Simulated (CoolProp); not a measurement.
Vapour-liquid equilibrium of methanol (1) + ethylbenzene (2) at 223 kPa; x and y are mole fractions of (1).

Model: multi-fluid Helmholtz-energy mixture model, de Reuck 1993 and Zhou 2012; pair parameters Bell 2016, in CoolProp.

```json
[
 {"x": "0.05", "bubble temperature (K)": "404.5", "y at the bubble point": "0.599", "dew temperature at overall composition x (K)": "439.0", "liquid density (mol/L)": "7.444"},
 {"x": "0.2", "bubble temperature (K)": "373.1", "y at the bubble point": "0.854", "dew temperature at overall composition x (K)": "431.2", "liquid density (mol/L)": "8.631"},
 {"x": "0.35", "bubble temperature (K)": "366.8", "y at the bubble point": "0.887", "dew temperature at overall composition x (K)": "422.6", "liquid density (mol/L)": "9.840"},
 {"x": "0.5", "bubble temperature (K)": "364.8", "y at the bubble point": "0.899", "dew temperature at overall composition x (K)": "?", "liquid density (mol/L)": "11.36"},
 {"x": "0.65", "bubble temperature (K)": "363.5", "y at the bubble point": "0.909", "dew temperature at overall composition x (K)": "399.7", "liquid density (mol/L)": "?"},
 {"x": "0.8", "bubble temperature (K)": "361.8", "y at the bubble point": "0.929", "dew temperature at overall composition x (K)": "381.9", "liquid density (mol/L)": "16.34"},
 {"x": "0.95", "bubble temperature (K)": "359.8", "y at the bubble point": "0.974", "dew temperature at overall composition x (K)": "?", "liquid density (mol/L)": "20.71"}
]
```

**Question.** Fill in the missing entries.

**Answer.** 
- 0.5, dew temperature at overall composition x (K): 412.4
- 0.65, liquid density (mol/L): 13.42
- 0.95, dew temperature at overall composition x (K): 360.7

No azeotrope shows between x = 0.05 and 0.95.

Pair parameters are fitted to limited data, so mixtures are less certain than the pure fluids. With so large a gap from Raoult's law the liquid may split in two, which this calculation doesn't test in full.
